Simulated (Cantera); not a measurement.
Input (Python, Cantera):

```python
import numpy as np
import cantera as ct

gas = ct.Solution("gri30.yaml")
gas.TPX = 573, 1700000, {'CH4': 1.6, 'C2H6': 0.35, 'O2': 4.96, 'N2': 18.7}
inlet = ct.Reservoir(gas, clone=True)
gas.equilibrate("HP")  # start burning
reactor = ct.IdealGasConstPressureReactor(gas, energy="on", clone=False)
exhaust = ct.Reservoir(gas, clone=True)
tau = [0.023, 0.0097, 0.0041, 0.0017, 0.00073, 0.00031, 0.00013, 5.4e-05, 2.3e-05, 9.7e-06, 4.1e-06][0]
for a, b in ((inlet, reactor), (reactor, exhaust)):
    ct.MassFlowController(a, b, mdot=lambda t: reactor.mass / tau)
net = ct.ReactorNet([reactor])
show = ['CH4', 'C2H6', 'O2', 'O', 'HO2', 'HCN', 'C2H4']

rows = []
print(f"{'tau/s':>10s}{'T/K':>9s}" + "".join(f"{s:>11s}" for s in show))
for tau in [0.023, 0.0097, 0.0041, 0.0017, 0.00073, 0.00031, 0.00013, 5.4e-05, 2.3e-05, 9.7e-06, 4.1e-06]:
    net.initial_time = 0.0
    net.advance(30 * tau)
    before = gas.X
    net.advance(40 * tau)
    drift = np.max(np.abs(gas.X - before) / (gas.X + 1e-9))
    rows.append([gas.T, *gas[show].X, drift])
    print(f"{tau:10.3e}{gas.T:9.1f}" + "".join(f"{x:11.3e}" for x in gas[show].X))
```

It prints:

```
     tau/s      T/K        CH4       C2H6         O2          O        HO2        HCN       C2H4
 2.300e-02   2337.0  9.739e-07  2.480e-08  1.998e-02  2.159e-04  4.092e-06  2.082e-07  7.436e-08
 9.700e-03   2337.7  2.242e-06  5.794e-08  2.050e-02  2.254e-04  4.267e-06  3.262e-07  1.733e-07
 4.100e-03   2336.7  5.081e-06  1.349e-07  2.100e-02  2.403e-04  4.536e-06  4.599e-07  4.019e-07
 1.700e-03   2332.0  1.141e-05  3.192e-07  2.155e-02  2.684e-04  5.049e-06  6.221e-07  9.418e-07
 7.300e-04   2321.9  2.373e-05  7.229e-07  2.227e-02  3.207e-04  6.069e-06  8.344e-07  2.091e-06
 3.100e-04   2303.1  4.757e-05  1.632e-06  2.342e-02  4.169e-04  8.213e-06  1.143e-06  4.514e-06
 1.300e-04   2272.2  9.417e-05  3.685e-06  2.530e-02  5.751e-04  1.264e-05  1.588e-06  9.360e-06
 5.400e-05   2224.7  1.932e-04  8.477e-06  2.830e-02  7.917e-04  2.169e-05  2.233e-06  1.876e-05
 2.300e-05   2154.1  4.380e-04  2.067e-05  3.327e-02  9.716e-04  4.065e-05  3.166e-06  3.858e-05
 9.700e-06    573.0  6.248e-02  1.367e-02  1.937e-01  6.918e-27 -2.786e-18 -7.111e-20 -5.368e-17
 4.100e-06    573.0  6.248e-02  1.367e-02  1.937e-01  2.545e-27  4.319e-19 -3.068e-23 -2.286e-20
```

Detailed kinetics in Cantera: GRI-Mech 3.0 (53 species, 325 reactions). The pressure lies above the range GRI-Mech 3.0 was tuned for (to about 10 atm).
